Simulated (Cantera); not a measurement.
A closed system holds: 1 mol BN, 1.5 mol O2, 59 mol N2, held at 13.3 mbar.

Method: chemical equilibrium by Gibbs-energy minimisation in Cantera with the NASA 1993 tables (ideal gas, pure condensed phases). Candidate condensed phases: B, BN, B2O3; 17 gas species. Kinetics and transport are ignored.

Question: Which condensed phases are stable at each of these points (T (K)): 825, 975, 1125, 1275, 1425, 1575, 1725, 1875, 2025?

Answer: 
```tsv
T (K)	condensed phases	B condensed (%)
825	B2O3(l)	100.0
975	B2O3(l)	100.0
1125	B2O3(l)	100.0
1275	B2O3(l)	99.9
1425	B2O3(l)	96.0
1575	B2O3(l)	13.2
1725	gas only	0.0
1875	gas only	0.0
2025	gas only	0.0
```

From 825 K to 1575 K the condensed part is B2O3(l). From 1725 K to 2025 K nothing is condensed.
